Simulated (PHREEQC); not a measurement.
A made-up water analysis in mg/kgw, 55 °C, pH 6.79, pe 11.9: Na 1070; K 5.7; Ca 257; Mg 258; Cl 2660; S(6) as SO4 398; Alkalinity as HCO3 0.44; N(5) as NO3 59.3; Br 1.2; Sr 15.2; Si as SiO2 3.44.

Valence states are taken as typed.

The numbers come from PHREEQC with the ion-association model, wateq4f.dat.

Precipitation was switched off in this run.

Problem. Estimate the ionic strength, charge-balance error.

Solution. ionic strength 0.0966 mol/kgw; charge-balance error -2.0 %.

Problem. In which forms is Sr present?

Solution. Sr+2 93 %, SrSO4 7.2 % of the Sr.

Away from 25 °C the constants follow the database's enthalpies or fits; those with neither stay at their 25 °C values.
